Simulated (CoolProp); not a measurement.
A Linde-Hampson liquefier for carbon monoxide: isothermal reversible compression at 300 K from 1 atm to 10 MPa, throttling to 1 atm, return gas leaving the recuperator 0 K below the feed. Each further row changes one setting.

Computed with CoolProp (reference Helmholtz-energy equation of state, Lemmon 2006). It is a short technical equation, of lower accuracy than the large ones.

```
case                        liquid yield per pass  compression work (kJ/kg of gas)
--------------------------  ---------------------  -------------------------------
as stated                                   0.051                              407
high pressure 20 MPa                        0.085                              470
warm-end temperature 330 K                  0.038                              450
warm-end gap 5 K                            0.040                              407
```
